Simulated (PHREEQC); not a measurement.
Reverse-osmosis permeate (model solution)

Synthetic water in mg/kgw, 21 °C, pH 6.75, pe 1.8: Na 2.5; K 0.00347; Ca 7.98; Mg 3.47; Cl 0.844; S(6) as SO4 13.1; Alkalinity as HCO3 30.8; Sr 0.49; N(-3) as NH4 0.3.

Valence states are taken as typed.

All values are PHREEQC results (ion-association model, wateq4f.dat), not measurements.

This is a speciation only: nothing precipitates in the calculation.

Problem. Estimate the charge-balance error.

Solution. charge-balance error 1.2 %.

Problem. In which forms is Mg present?

Solution. Mg+2 98 %, MgSO4 2.0 % of the Mg.
